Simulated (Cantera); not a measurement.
A jet of CH₄ : O₂ : N₂ = 0.084 : 0.1 : 0.79 (molar parts) at 300 K and 0.0385 atm hits a platinum plate 2.8 cm away at a mass flux of 0.025 kg/m²/s; the plate temperature is set and raised in steps from an oxygen-covered start.

Computed with Cantera and Deutschmann's 1995 Pt surface mechanism with GRI-Mech 3.0 gas chemistry. Catalytic surfaces can have several steady states; this one follows from the mechanism file's or the stated starting coverage.

x: mole fraction at the wall; θ: surface coverage.

| plate T (K) | wall x CH₄ | wall x O₂ | wall x H₂O | wall x OH | wall x CO | wall x CO₂ | θ free Pt | θ H* | θ CO* | θ C* |
|---|---|---|---|---|---|---|---|---|---|---|
| 850 | 0.0293 | 0.0109 | 0.104 | <1e-8 | 0.0562 | 0.00347 | 0.488 | 0.000130 | 0.488 | 0.0243 |
| 900 | 0.0261 | 0.00977 | 0.105 | <1e-8 | 0.0623 | 0.000262 | 0.535 | 0.000898 | 0.235 | 0.228 |
| 950 | [?] | [?] | 0.103 | <1e-8 | 0.0684 | 0.000252 | [?] | [?] | [?] | 0.217 |
| 1000 | 0.0139 | 0.00537 | 0.100 | <1e-8 | 0.0743 | 0.000546 | 0.786 | 0.00172 | 0.107 | 0.105 |
| 1050 | 0.0111 | 0.00443 | 0.0982 | <1e-8 | 0.0765 | 0.00132 | 0.894 | 0.00165 | 0.0679 | 0.0361 |
| 1100 | 0.0102 | 0.00418 | 0.0965 | <1e-8 | 0.0762 | 0.00272 | 0.947 | 0.00147 | 0.0386 | 0.0126 |
| 1150 | 0.00994 | 0.00417 | 0.0946 | [?] | 0.0746 | [?] | 0.972 | [?] | [?] | [?] |
| 1200 | 0.00994 | 0.00427 | 0.0921 | 4.64e-8 | 0.0721 | 0.00774 | 0.985 | 0.00114 | 0.0121 | 0.00203 |

Task: What belongs in the gaps?

Result: 
- 950, wall x CH₄: 0.0201
- 950, wall x O₂: 0.00757
- 950, θ free Pt: 0.635
- 950, θ H*: 0.00146
- 950, θ CO*: 0.146
- 1150, wall x OH: 1.71e-8
- 1150, wall x CO₂: 0.00484
- 1150, θ H*: 0.00129
- 1150, θ CO*: 0.0215
- 1150, θ C*: 0.00483
